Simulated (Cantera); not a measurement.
Adiabatic ignition

An adiabatic, constant-pressure homogeneous reactor starts with CH₄ : O₂ : N₂ = 1 : 1.11 : 4.18 (molar parts), equivalence ratio 1.8, at 1225 K and 9.87 atm.

Computed with Cantera and GRI-Mech 3.0 (53 species, 325 reactions).

```csv
t (s),T (K),x CH₄,x O₂,x H₂O,x H,x CO₂,x NO₂,x HCO
6.00e-6,1225,0.159,0.176,6.16e-9,2.47e-11,<1e-12,<1e-12,<1e-12
1.51e-5,1225,0.159,0.176,4.82e-8,5.83e-11,<1e-12,<1e-12,<1e-12
3.82e-5,1225,0.159,0.176,4.33e-7,2.02e-10,8.11e-12,<1e-12,<1e-12
9.62e-5,1225,0.159,0.176,4.02e-6,8.65e-10,2.66e-10,<1e-12,2.40e-12
0.000243,1225,0.159,0.176,2.61e-5,1.86e-9,4.23e-9,<1e-12,2.26e-11
0.000612,1226,0.159,0.176,0.000106,2.95e-9,2.32e-8,<1e-12,9.90e-11
0.00154,1228,0.158,0.176,0.000460,7.79e-9,1.87e-7,<1e-12,4.77e-10
0.00389,1256,0.153,0.172,0.00529,1.17e-7,2.10e-5,<1e-12,1.20e-8
0.00981,2427,7.60e-10,2.22e-6,0.147,0.00208,0.0221,6.73e-10,3.85e-7
0.0247,2427,7.57e-10,2.22e-6,0.147,0.00208,0.0221,5.59e-10,3.85e-7
0.0624,2427,7.57e-10,2.22e-6,0.147,0.00208,0.0221,5.58e-10,3.85e-7
0.157,2427,7.57e-10,2.22e-6,0.147,0.00208,0.0221,5.58e-10,3.85e-7
0.397,2427,7.57e-10,2.22e-6,0.147,0.00208,0.0221,5.58e-10,3.85e-7
1.00,2427,7.57e-10,2.22e-6,0.147,0.00208,0.0221,5.58e-10,3.85e-7
```
x: mole fraction; the columns are a selection and need not sum to one.

```yaml
time_of_steepest_temperature_rise: 4.81 ms
temperature at 1.00 s: 2427 K
equilibrium_temperature: 2427 K
x(CH₄) at 1.00 s: 7.57e-10 (gas-phase equilibrium 8.51e-10)
x(O₂) at 1.00 s: 2.22e-6 (gas-phase equilibrium 2.22e-6)
x(H₂O) at 1.00 s: 0.147 (gas-phase equilibrium 0.147)
```
